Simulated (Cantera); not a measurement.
What does this Cantera script print?

```python
import numpy as np
import cantera as ct

gas_names = """
    Ca CaO CaOH CaO2H2 Ca2 H HO2 H2 H2O H2O2 O OH O2 O3
""".split()
cond_names = """
    Ca(a) Ca(b) Ca(L) CaO(s) CaO(L) CaO2H2(s) H2O(s) H2O(L)
""".split()


# ... load() reads the species with a 1 bar reference pressure and builds the phases ...
atoms = {
    'Ca(OH)2': {'Ca': 1, 'O': 2, 'H': 2},
    'H2O': {'H': 2, 'O': 1},
    'O2': {'O': 2},
}
top_T = {}  # K; cautious upper limits of use, not melting points


# ... equilibrate(T, P, feed) seeds the gas with the atoms and calls Mixture.equilibrate('TP', solver="vcs", rtol=1e-11, max_steps=5000) ...
results = []
feed = {'Ca(OH)2': 1, 'H2O': 4.8, 'O2': 0.05}  # mol
T = 723.15  # K
P = 1000  # Pa
mix = equilibrate(T, P, feed)
results.append((T, P, feed, dict(zip(mix.species_names, mix.species_moles))))
x = sorted(zip(gas.X, gas.species_names), reverse=True)
print(f"T = {T:g} K  P = {P:g} Pa  gas = {mix.phase_moles(0):.4g} mol")
print("   x: " + "  ".join(f"{s} {v:.3e}" for v, s in x if v > 1e-06))
print("   condensed (mol): " + ("  ".join(f"{mix.phase(i).name} {mix.phase_moles(i):.4g}"
      for i in range(1, mix.n_phases) if mix.phase_moles(i) > 1e-12) or "none"))
```

Result:

```
T = 723.15 K  P = 1000 Pa  gas = 5.85 mol
   x: H2O 9.915e-01  O2 8.547e-03
   condensed (mol): CaO(s) 1
```

Equilibrium computed with Cantera from the NASA thermochemical tables; the gas is ideal and each condensed phase is pure.
